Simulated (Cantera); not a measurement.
Input: 1 mol SiH2Cl2, 46 mol H2, 0.019 mol Cl2, held at 77000 Pa.

Method: chemical equilibrium by Gibbs-energy minimisation in Cantera with the NASA 1993 tables (ideal gas, pure condensed phases). Candidate condensed phases: Si; 19 gas species. The tables' values for SiCl3 are old estimates; treat these amounts as uncertain. Rates play no part. All values below are at 1077 °C.

Base state: H2 0.965, HCl 0.0302, SiCl2 0.00266, SiHCl3 0.000945, SiCl3 0.000525, SiCl4 0.000517, SiH2Cl2 0.000252, SiH3Cl 1.91e-5 (mole fractions); condensed: Si(s).

What changes in the equilibrium state with this change: pressure from 77000 Pa to 180 Pa?


```csv
species,before,after
H2,0.965,0.961
HCl,0.0302,0.0351
SiCl2,0.00266,0.00360
SiH3Cl,1.91e-5,5.18e-8
SiH2Cl2,0.000252,7.96e-7
SiHCl3,0.000945,3.48e-6
"Si(s), mol",0.764,0.825
```
